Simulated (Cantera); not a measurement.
A closed system holds: 1 mol SiCl4, 2.1 mol Cl2, 1 mol H2, equilibrated at 875 °C and 1.00 bar.

Method: chemical equilibrium by Gibbs-energy minimisation in Cantera with the NASA 1993 tables (ideal gas, pure condensed phases). Candidate condensed phases: Si; 19 gas species. Equilibrium is a limit: real reactors are often held back by kinetics, nucleation or transport.

Base state: HCl 0.487, Cl2 0.267, SiCl4 0.244, Cl 0.00139 (mole fractions); condensed: gas only.

**Question.** What changes in the equilibrium state with this change: H2 from 1 to 8 mol?

**Answer.** 
| species | before | after |
|---|---|---|
| H2 | <1e-9 | 0.529 |
| HCl | 0.487 | 0.381 |
| SiCl4 | 0.244 | 0.0873 |
| Cl2 | 0.267 | <1e-9 |
| SiHCl3 | <1e-9 | 0.00243 |
| Cl | 0.00139 | 3.32e-8 |
The tables' values for SiCl3 are old estimates; treat these amounts as uncertain.

**Question.** What changes in the equilibrium state with this change: H2 from 1 to 2.3 mol?

**Answer.** 
| species | before | after |
|---|---|---|
| HCl | 0.487 | 0.778 |
| SiCl4 | 0.244 | 0.185 |
| H2 | <1e-9 | 0.0368 |
| Cl2 | 0.267 | 9.15e-9 |
| SiHCl3 | <1e-9 | 0.000176 |
| Cl | 0.00139 | 2.57e-7 |
| SiCl3 | 2.03e-8 | 8.34e-5 |
The tables' values for SiCl3 are old estimates; treat these amounts as uncertain.
